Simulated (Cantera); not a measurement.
Cantera run:

```python
import numpy as np
import cantera as ct

gas_names = """
    Fe FeO Fe(OH)2 H HO2 H2 H2O H2O2 O OH O2 O3
""".split()
cond_names = """
    Fe(a) Fe(c) Fe(d) Fe(L) FeO(s) FeO(L) Fe(OH)2(s) Fe(OH)3(s) Fe2O3(s) Fe3O4(s) H2O(s) H2O(L)
""".split()


# ... load() reads the species with a 1 bar reference pressure and builds the phases ...
atoms = {
    'Fe': {'Fe': 1},
    'O2': {'O': 2},
    'H2': {'H': 2},
}
top_T = {'Fe2O3(s)': 1830, 'Fe3O4(s)': 1870}  # K; cautious upper limits of use, not melting points


# ... equilibrate(T, P, feed) seeds the gas with the atoms and calls Mixture.equilibrate('TP', solver="vcs", rtol=1e-11, max_steps=5000) ...
results = []
feed = {'Fe': 1, 'O2': 0.058, 'H2': 28}  # mol
T = 923  # K
P = 2600000  # Pa
mix = equilibrate(T, P, feed)
results.append((T, P, feed, dict(zip(mix.species_names, mix.species_moles))))
x = sorted(zip(gas.X, gas.species_names), reverse=True)
print(f"T = {T:g} K  P = {P:g} Pa  gas = {mix.phase_moles(0):.4g} mol")
print("   x: " + "  ".join(f"{s} {v:.3e}" for v, s in x if v > 1e-06))
print("   condensed (mol): " + ("  ".join(f"{mix.phase(i).name} {mix.phase_moles(i):.4g}"
      for i in range(1, mix.n_phases) if mix.phase_moles(i) > 1e-12) or "none"))
```

Output:

```
T = 923 K  P = 2.6e+06 Pa  gas = 28 mol
   x: H2 9.959e-01  H2O 4.143e-03
   condensed (mol): Fe(a) 1
```

Equilibrium computed with Cantera from the NASA thermochemical tables; the gas is ideal and each condensed phase is pure.
